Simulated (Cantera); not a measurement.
## Adiabatic ignition

An adiabatic, constant-volume homogeneous reactor starts with 8.12 % CH4, 3.25 % CO, 18.6 % O2, 70.0 % N2, at 1100 K and 9.87 atm.

Detailed kinetics in Cantera: GRI-Mech 3.0 (53 species, 325 reactions).

| t (s) | T (K) | P (bar) | x CH4 | x CO | x O2 | x CO2 | x N2O |
|---|---|---|---|---|---|---|---|
| 2.00e-6 | 1100 | 10.0 | 0.0812 | 0.0325 | 0.186 | 1.13e-9 | <1e-12 |
| 7.19e-6 | 1100 | 10.0 | 0.0812 | 0.0325 | 0.186 | 4.27e-9 | <1e-12 |
| 2.58e-5 | 1100 | 10.0 | 0.0812 | 0.0325 | 0.186 | 1.77e-8 | <1e-12 |
| 9.28e-5 | 1100 | 10.0 | 0.0812 | 0.0325 | 0.186 | 8.75e-8 | <1e-12 |
| 0.000334 | 1100 | 10.0 | 0.0812 | 0.0325 | 0.186 | 4.94e-7 | <1e-12 |
| 0.00120 | 1100 | 10.0 | 0.0812 | 0.0325 | 0.186 | 2.87e-6 | 5.43e-12 |
| 0.00431 | 1101 | 10.0 | 0.0812 | 0.0325 | 0.186 | 1.60e-5 | 2.91e-11 |
| 0.0155 | 1106 | 10.1 | 0.0807 | 0.0324 | 0.186 | 0.000149 | 2.44e-10 |
| 0.0557 | 2941 | 27.0 | <1e-12 | 0.0318 | 0.0172 | 0.0808 | 3.26e-6 |
| 0.200 | 2941 | 27.0 | <1e-12 | 0.0318 | 0.0172 | 0.0808 | 3.26e-6 |
x: mole fraction; the columns are a selection and need not sum to one.

```yaml
time_of_steepest_temperature_rise: 28.6 ms
temperature at 0.200 s: 2941 K
equilibrium_temperature: 2941 K
x(CH4) at 0.200 s: <1e-12 (gas-phase equilibrium <1e-12)
x(CO) at 0.200 s: 0.0318 (gas-phase equilibrium 0.0318)
x(O2) at 0.200 s: 0.0172 (gas-phase equilibrium 0.0172)
```
